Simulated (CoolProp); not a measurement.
A Linde-Hampson liquefier for dry air: isothermal reversible compression at 280 K from 1 atm to 25 MPa, throttling to 1 atm, return gas leaving the recuperator 10 K below the feed. Each further row changes one setting.

Values from CoolProp's reference Helmholtz-energy equation of state, Lemmon 2000. It is a pseudo-pure fit of the blend.

| case | liquid yield per pass | compression work (kJ/kg of gas) |
|---|---|---|
| as stated | 0.090 | 440 |
| high pressure 50 MPa | 0.105 | 504 |
| warm-end temperature 310 K | 0.061 | 491 |
| warm-end gap 15 K | 0.078 | 440 |
